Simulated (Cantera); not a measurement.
What does this Cantera script print?

```python
import numpy as np
import cantera as ct

gas = ct.Solution("gri30.yaml")


def delay(T, t_max=10):
    gas.TPX = T, 41000, {'CH4': 1, 'O2': 2.02, 'N2': 7.6, 'CO2': 0.87}
    reactor = ct.IdealGasConstPressureReactor(gas, clone=False)
    net = ct.ReactorNet([reactor])
    net.rtol, net.atol = 1e-8, 1e-16
    while net.time < t_max:
        t_old, T_old = net.time, reactor.T
        net.step()
        if reactor.T > T + 400:  # ignition: a rise of 400 K
            return t_old + (T + 400 - T_old) / (reactor.T - T_old) * (net.time - t_old)
    return np.nan


taus = []
for T in [1200, 1250, 1300, 1350, 1400, 1450, 1500, 1550, 1600]:
    taus.append(delay(T))
    print(f"T0 = {T:6g} K   tau = {taus[-1]:.4e} s")
```

Result:

```
T0 =   1200 K   tau = 1.0774e-01 s
T0 =   1250 K   tau = 5.2211e-02 s
T0 =   1300 K   tau = 2.6321e-02 s
T0 =   1350 K   tau = 1.3812e-02 s
T0 =   1400 K   tau = 7.5633e-03 s
T0 =   1450 K   tau = 4.3352e-03 s
T0 =   1500 K   tau = 2.6050e-03 s
T0 =   1550 K   tau = 1.6389e-03 s
T0 =   1600 K   tau = 1.0750e-03 s
```

Detailed kinetics in Cantera: GRI-Mech 3.0 (53 species, 325 reactions).
